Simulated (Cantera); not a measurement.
H2S + H2 + O2 (abatement and gas-phase synthesis)

A closed system holds: 1 mol H2S, 3.9 mol H2, 7.5 mol O2, equilibrated at 0.310 bar.

Equilibrium computed with Cantera from the NASA thermochemical tables; the gas is ideal and each condensed phase is pure. Candidate condensed phases: H2O, H2SO4, S; 19 gas species. The numbers say what is thermodynamically allowed, not how fast it happens.

| T (K) | log p H2O | log p O2 | log p SO2 | log p SO3 | log p OH | log p O | log p H2SO4 |
|---|---|---|---|---|---|---|---|
| 725 | -0.80 | -0.93 | -3.25 | -1.51 | -10.12 | <-12 | -2.85 |
| 875 | -0.80 | -0.93 | -2.13 | -1.60 | -8.11 | -12.15 | -4.09 |
| 1025 | -0.81 | -0.91 | -1.67 | -1.99 | -6.69 | -9.94 | -5.28 |
| 1175 | -0.81 | -0.90 | -1.55 | -2.50 | -5.64 | -8.29 | -6.37 |
| 1325 | -0.82 | -0.90 | -1.52 | -2.96 | -4.82 | -7.01 | -7.26 |
| 1475 | -0.82 | -0.90 | -1.51 | -3.33 | -4.17 | -5.99 | -7.97 |
| 1625 | -0.82 | -0.90 | -1.51 | -3.64 | -3.63 | -5.16 | -8.55 |
| 1775 | -0.82 | -0.90 | -1.51 | -3.90 | -3.19 | -4.47 | -9.02 |
| 1925 | -0.82 | -0.90 | -1.51 | -4.11 | -2.82 | -3.88 | -9.41 |
| 2075 | -0.82 | -0.90 | -1.51 | -4.30 | -2.50 | -3.39 | -9.74 |
| 2225 | -0.83 | -0.91 | -1.51 | -4.46 | -2.23 | -2.95 | -10.03 |
| 2375 | -0.84 | -0.92 | -1.52 | -4.61 | -2.00 | -2.58 | -10.30 |
log p: log10 of the partial pressure in bar; nothing condenses.

From 725 K to 2375 K nothing is condensed.
